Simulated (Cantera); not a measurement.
A freely propagating, adiabatic, planar premixed flame of H2 : O2 : N2 = 1 : 0.227 : 0.855 (molar parts), equivalence ratio 2.2, unburnt at 375 K and 0.850 bar; mixture-averaged transport, grid criteria slope 0.08 and curve 0.16, no radiation.

Detailed kinetics in Cantera: the H2/O2 subset of GRI-Mech 3.0, which has no nitrogen chemistry. Burning velocities carry a grid error of a few per cent, more on coarse grids.

Q: What does this change do: inlet temperature 375 to 498 K?

A: 
| quantity | before | after |
|---|---|---|
| laminar burning velocity | 403 cm/s | 634 cm/s |
| thermal thickness | 0.460 mm | 0.526 mm |
| peak x(HO2) | 0.000374 | 0.000286 |
| peak x(H) | 0.0746 | 0.0859 |
| peak x(OH) | 0.00252 | 0.00330 |
| peak x(O) | 0.00260 | 0.00317 |

Q: What does this change do: N2 0.855 to 0.68 parts?

A: 
```json
[
 {"quantity": "laminar burning velocity", "before": "403 cm/s", "after": "479 cm/s"},
 {"quantity": "thermal thickness", "before": "0.460 mm", "after": "0.456 mm"},
 {"quantity": "peak x(HO2)", "before": "0.000374", "after": "0.000412"},
 {"quantity": "peak x(H)", "before": "0.0746", "after": "0.0895"},
 {"quantity": "peak x(OH)", "before": "0.00252", "after": "0.00365"},
 {"quantity": "peak x(O)", "before": "0.00260", "after": "0.00327"}
]
```
